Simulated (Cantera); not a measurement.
A freely propagating, adiabatic, planar premixed flame of CO : H₂ : O₂ : N₂ : CO₂ = 1 : 0.61 : 0.619 : 2.33 : 1.3 (molar parts), unburnt at 375 K and 7500 Torr; mixture-averaged transport, grid criteria slope 0.08 and curve 0.16, no radiation.

Computed with Cantera and GRI-Mech 3.0 (53 species, 325 reactions). The hydrogen kinetics of GRI-Mech 3.0 are dated; newer H2 mechanisms differ, most at raised pressure. Burning velocities carry a grid error of a few per cent, more on coarse grids.

**Question.** How do the results move with these cheaper or finer settings: unity-Lewis-number transport; multicomponent transport; multicomponent+Soret transport; grid criteria slope 0.5, curve 1; grid criteria slope 0.25, curve 0.5; grid criteria slope 0.03, curve 0.06?

**Answer.** 
```csv
setting,laminar burning velocity,thermal thickness,peak x(H₂O₂),peak x(HO₂),grid points
as above,22.9 cm/s,0.0750 mm,0.000250,0.000408,115
unity-Lewis-number transport,25.6 cm/s,0.0657 mm,0.000133,0.000343,114
multicomponent transport,23.0 cm/s,0.0749 mm,0.000249,0.000408,115
multicomponent+Soret transport,22.2 cm/s,0.0761 mm,0.000239,0.000393,118
"grid criteria slope 0.5, curve 1",23.2 cm/s,0.0903 mm,0.000246,0.000362,32
"grid criteria slope 0.25, curve 0.5",23.0 cm/s,0.0803 mm,0.000254,0.000393,50
"grid criteria slope 0.03, curve 0.06",23.0 cm/s,0.0730 mm,0.000250,0.000415,270
```
The base run took roughly 13 core-seconds.
Unity Lewis numbers drop preferential diffusion, which matters most where H2 and H carry the flame; Soret adds thermal diffusion.
